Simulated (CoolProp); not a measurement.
Vapour-liquid equilibrium of ethylbenzene (1) + n-nonane (2) at 5.55 bar; x and y are mole fractions of (1).

The numbers come from the multi-fluid Helmholtz-energy mixture model, Zhou 2012 and Lemmon 2006; pair parameters Bell 2016 in CoolProp.

```json
[
 {"x": "0.05", "bubble temperature, mixture model (K)": "501.0", "bubble temperature, Raoult's law (K)": "501.4", "y, mixture model": "0.066", "y, Raoult's law": "0.065"},
 {"x": "0.125", "bubble temperature, mixture model (K)": "499.3", "bubble temperature, Raoult's law (K)": "500.1", "y, mixture model": "0.160", "y, Raoult's law": "0.158"},
 {"x": "0.2", "bubble temperature, mixture model (K)": "497.6", "bubble temperature, Raoult's law (K)": "498.8", "y, mixture model": "0.250", "y, Raoult's law": "0.248"},
 {"x": "0.275", "bubble temperature, mixture model (K)": "496.0", "bubble temperature, Raoult's law (K)": "497.6", "y, mixture model": "0.335", "y, Raoult's law": "0.334"},
 {"x": "0.35", "bubble temperature, mixture model (K)": "494.5", "bubble temperature, Raoult's law (K)": "496.3", "y, mixture model": "0.414", "y, Raoult's law": "0.416"},
 {"x": "0.425", "bubble temperature, mixture model (K)": "493.2", "bubble temperature, Raoult's law (K)": "495.1", "y, mixture model": "0.490", "y, Raoult's law": "0.495"},
 {"x": "0.5", "bubble temperature, mixture model (K)": "491.9", "bubble temperature, Raoult's law (K)": "494.0", "y, mixture model": "0.561", "y, Raoult's law": "0.570"},
 {"x": "0.575", "bubble temperature, mixture model (K)": "490.8", "bubble temperature, Raoult's law (K)": "492.8", "y, mixture model": "0.630", "y, Raoult's law": "0.642"},
 {"x": "0.65", "bubble temperature, mixture model (K)": "489.8", "bubble temperature, Raoult's law (K)": "491.7", "y, mixture model": "0.696", "y, Raoult's law": "0.712"},
 {"x": "0.725", "bubble temperature, mixture model (K)": "488.9", "bubble temperature, Raoult's law (K)": "490.5", "y, mixture model": "0.761", "y, Raoult's law": "0.778"},
 {"x": "0.8", "bubble temperature, mixture model (K)": "488.1", "bubble temperature, Raoult's law (K)": "489.4", "y, mixture model": "0.825", "y, Raoult's law": "0.842"},
 {"x": "0.875", "bubble temperature, mixture model (K)": "487.4", "bubble temperature, Raoult's law (K)": "488.4", "y, mixture model": "0.889", "y, Raoult's law": "0.903"},
 {"x": "0.95", "bubble temperature, mixture model (K)": "486.9", "bubble temperature, Raoult's law (K)": "487.3", "y, mixture model": "0.955", "y, Raoult's law": "0.962"}
]
```

The largest gap from Raoult's law is -2.1 K in bubble temperature, at x = 0.5. No azeotrope shows between x = 0.05 and 0.95.

The pair parameters rest on a limited set of measurements; away from them the model extrapolates.
